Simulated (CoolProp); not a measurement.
The fluid at 298.15 K and 4.02 MPa is compressed adiabatically to 25.7 MPa with isentropic efficiency 0.7. The same conditions are run with several fluids, on thermodynamics alone (safety and materials aside).

Values from CoolProp's reference Helmholtz-energy equation of state of each fluid (hydrogen chloride: Thol 2018; methane: Setzmann 1991; oxygen: Schmidt 1985).

```json
[
 {"fluid": "hydrogen chloride", "work (kJ/kg)": "173", "final temperature (K)": "?", "final density (kg/m³)": "241"},
 {"fluid": "methane", "work (kJ/kg)": "497", "final temperature (K)": "?", "final density (kg/m³)": "93.2"},
 {"fluid": "oxygen", "work (kJ/kg)": "275", "final temperature (K)": "?", "final density (kg/m³)": "157"}
]
```

Problem. Complete the blanks.

Solution. 
- hydrogen chloride, final temperature (K): 540.6
- methane, final temperature (K): 503.6
- oxygen, final temperature (K): 583.1

Above 300 K oxygen's equation is extrapolated.
